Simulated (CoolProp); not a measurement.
A simple Rankine cycle with cis-2-butene: condensing at 289.15 K, boiler at 2.73 MPa, turbine inlet 413.8 K, turbine efficiency 0.9, pump efficiency 0.6, no recuperator. Each further row changes one setting.

Model: reference Helmholtz-energy equation of state, Lemmon 2005, in CoolProp. It is a short technical equation, of lower accuracy than the large ones.

```
case                             thermal efficiency (%)  net work (kJ/kg)  heat in (kJ/kg)  turbine exit temperature (K)  volume ratio over the turbine
-------------------------------  ----------------------  ----------------  ---------------  ----------------------------  -----------------------------
as stated                                           ___               104              529                         304.4                           19.2
turbine inlet 433.8 K                              20.1               ___              584                         330.7                           17.8
condensing temperature 281.15 K                     ___               115              547                           ___                           25.1
boiler pressure 1.91 MPa                           18.3               103              ___                         327.3                           11.9
turbine efficiency 0.8                             17.3               ___              529                         312.3                           19.8
```

Task: Complete the blanks.

Result: 
- as stated, thermal efficiency (%): 19.7
- turbine inlet 433.8 K, net work (kJ/kg): 117
- condensing temperature 281.15 K, thermal efficiency (%): 21.0
- condensing temperature 281.15 K, turbine exit temperature (K): 296.1
- boiler pressure 1.91 MPa, heat in (kJ/kg): 565
- turbine efficiency 0.8, net work (kJ/kg): 91.8
